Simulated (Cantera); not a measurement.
A closed system holds: 1 mol CH3SiH3, 0.46 mol CH4, 37 mol H2, at 8.10 mbar.

Equilibrium computed with Cantera from the NASA thermochemical tables; the gas is ideal and each condensed phase is pure. Candidate condensed phases: C, C6H6, C7H8, C8H18, Si, SiC; 87 gas species. The feed counts by its element totals alone. Gases not in the tables: Si2H6 and higher silanes. Equilibrium is a limit: real reactors are often held back by kinetics, nucleation or transport.

### Question
Which condensed phases are stable at each of these points (T (K)): 1100, 1200, 1300, 1400, 1500, 1600, 1700, 1800, 1900, 2000, 2100, 2200, 2300, 2400?

### Answer
```
T (K)      condensed phases  Si condensed (%)
-----  --------------------  ----------------
1100   C(graphite) + SiC(s)             100.0
1200   C(graphite) + SiC(s)             100.0
1300   C(graphite) + SiC(s)             100.0
1400   C(graphite) + SiC(s)             100.0
1500   C(graphite) + SiC(s)             100.0
1600   C(graphite) + SiC(s)             100.0
1700   C(graphite) + SiC(s)             100.0
1800   C(graphite) + SiC(s)             100.0
1900   C(graphite) + SiC(s)              99.7
2000   C(graphite) + SiC(s)              98.6
2100   C(graphite) + SiC(s)              93.5
2200   C(graphite) + SiC(s)              73.8
2300   C(graphite) + SiC(s)               2.5
2400            C(graphite)               0.0
```

From 1100 K to 2300 K the condensed part is C(graphite) + SiC(s). At 2400 K the condensed part is C(graphite).
